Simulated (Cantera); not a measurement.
Charge: 1 mol ZrN, 0.9 mol H2, at 128 Torr.

These are equilibrium values from Cantera (NASA tables, ideal gas, pure condensed phases), not measurements of a reactor. Candidate condensed phases: Zr, ZrN; 11 gas species. ZrN: taken at fixed stoichiometry. Equilibrium is a limit: real reactors are often held back by kinetics, nucleation or transport. All values below are at 2250 K.

Base state: H2 0.982, H 0.0179 (mole fractions); condensed: ZrN(s).

### Question
What changes in the equilibrium state with this change: pressure from 128 Torr to 0.0180 Torr?

### Answer
```json
[
 {"species": "H", "before": "0.0179", "after": "0.749"},
 {"species": "H2", "before": "0.982", "after": "0.244"},
 {"species": "Zr", "before": "6.49e-7", "after": "0.00459"},
 {"species": "N2", "before": "3.24e-7", "after": "0.00230"},
 {"species": "ZrN(s), mol", "before": "1.000", "after": "0.993"}
]
```
